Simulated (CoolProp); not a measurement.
Vapour-liquid equilibrium of trans-2-butene (1) + ethanol (2) at 343.7 K; x and y are mole fractions of (1).

Model: multi-fluid Helmholtz-energy mixture model, Lemmon 2005 and Schroeder 2014; pair parameters Bell 2016, in CoolProp.

```tsv
x	bubble pressure (MPa)	y at the bubble point	dew pressure at overall composition x (MPa)	liquid density (mol/L)
0.05	0.2135	0.659	0.07755	15.71
0.125	0.3952	0.821	0.08420	15.08
0.2	0.5301	0.870	0.09209	14.47
0.275	0.6169	0.891	0.1016	13.88
0.35	0.6647	0.901	0.1132	13.31
0.425	0.6866	0.906	0.1279	12.77
0.5	0.6950	0.908	0.1468	12.25
0.575	0.6992	0.909	0.1722	11.76
0.65	0.7052	0.911	0.2081	11.30
0.725	0.7164	0.915	0.2629	10.87
0.8	0.7340	0.925	0.3564	10.47
0.875	0.7575	0.943	0.5484	10.11
0.95	0.7846	0.972	0.7656	9.793
```

No azeotrope shows between x = 0.05 and 0.95.

Pair parameters are fitted to limited data, so mixtures are less certain than the pure fluids. With so large a gap from Raoult's law the liquid may split in two, which this calculation doesn't test in full.
